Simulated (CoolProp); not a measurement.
Model: reference Helmholtz-energy equation of state, McLinden 2015, in CoolProp.

Question: For the fluoroketone C6F12O (FK-5-1-12), give the phase and the density (kg/m³), expansivity (1/kK), fugacity coefficient at -46.05 °C and 0.101 MPa.

Answer: 
- -46.05 °C and 0.101 MPa: liquid; density 1800, expansivity 1.49, fugacity coefficient 0.00579
